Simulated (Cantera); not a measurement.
A Cantera script and what it prints.

```python
import numpy as np
import cantera as ct

gas_names = """
    B BH BH2 BH3 BN BO BO2 B2 B2O B2O2 B2O3 B3O3H3 H HBO HBO2 HNO HNO2 HNO3 HO2 H2 H2O H2O2 H3B3O6 N NH
    NH2 NH3 NH2OH NO NO2 NO3 N2 N2H2 N2H4 N2O O OH O2 O3
""".split()
cond_names = """
    B(b) B(L) BN(s) B2O3(L) B3O3H3(cr) H2O(s) H2O(L)
""".split()


# ... load() reads the species with a 1 bar reference pressure and builds the phases ...
atoms = {
    'B2O3': {'B': 2, 'O': 3},
    'NH3': {'N': 1, 'H': 3},
    'N2': {'N': 2},
}
top_T = {'BN(s)': 3200}  # K; cautious upper limits of use, not melting points


# ... equilibrate(T, P, feed) seeds the gas with the atoms and calls Mixture.equilibrate('TP', solver="vcs", rtol=1e-11, max_steps=5000) ...
results = []
feed = {'B2O3': 1, 'NH3': 2.7, 'N2': 24}  # mol
P = 330  # Pa
for T in [1398, 1473, 1548, 1623, 1698, 1773, 1848, 1923, 1998, 2073, 2148, 2223, 2298]:
    mix = equilibrate(T, P, feed)
    results.append((T, P, feed, dict(zip(mix.species_names, mix.species_moles))))

top = {s: max(r[3][s] / sum(r[3][g] for g in gas_names) for r in results) for s in gas_names}
cols = sorted((s for s in top if top[s] > 1e-05), key=lambda s: -top[s])[:9]
seen = [c for c in cond_names if any(r[3].get(c, 0) > 1e-12 for r in results)]
print("log10 of partial pressures in bar; condensed amounts in mol")
print(f"{'T/K':>10s}" + "".join(f"{s[:9]:>10s}" for s in cols + seen))
for T, P, feed, n in results:
    ng = sum(n[g] for g in gas_names)
    print(f"{T:10.4g}" + "".join(f"{np.log10(max(n[s] / ng * P / 1e5, 1e-99)):10.3f}" for s in cols)
          + "".join(f"{n.get(c, 0):10.4g}" for c in seen))
```

Output:

```
log10 of partial pressures in bar; condensed amounts in mol
       T/K        N2        H2         H        BO      B2O3      HBO2       HBO       H2O      B2O2     BN(s)   B2O3(L)
      1398    -2.547    -3.348    -6.999    -7.968    -5.640    -5.181    -5.801    -6.286    -7.254   0.01762    0.9337
      1473    -2.549    -3.355    -6.575    -7.046    -4.908    -4.875    -5.259    -6.308    -6.259   0.02275    0.7881
      1548    -2.557    -3.375    -6.199    -6.218    -4.251    -4.605    -4.781    -6.337    -5.369         0    0.2567
      1623    -2.561    -3.386    -5.853    -5.806    -4.123    -4.488    -4.681    -6.149    -5.238         0         0
      1698    -2.561    -3.390    -5.535    -5.490    -4.142    -4.453    -4.647    -5.987    -5.238         0         0
      1773    -2.561    -3.394    -5.243    -5.209    -4.163    -4.419    -4.624    -5.830    -5.252         0         0
      1848    -2.562    -3.400    -4.976    -4.961    -4.189    -4.385    -4.614    -5.674    -5.286         0         0
      1923    -2.563    -3.408    -4.730    -4.747    -4.222    -4.350    -4.620    -5.515    -5.344         0         0
      1998    -2.564    -3.420    -4.505    -4.564    -4.264    -4.318    -4.642    -5.354    -5.428         0         0
      2073    -2.566    -3.437    -4.298    -4.411    -4.317    -4.289    -4.682    -5.193    -5.537         0         0
      2148    -2.569    -3.460    -4.110    -4.284    -4.385    -4.269    -4.737    -5.039    -5.669         0         0
      2223    -2.573    -3.492    -3.940    -4.178    -4.468    -4.263    -4.808    -4.901    -5.818         0         0
      2298    -2.577    -3.536    -3.787    -4.091    -4.568    -4.276    -4.891    -4.786    -5.979         0         0
```

These are equilibrium values from Cantera (NASA tables, ideal gas, pure condensed phases), not measurements of a reactor. Mutual solubility and eutectic melting of coexisting phases are not modelled.
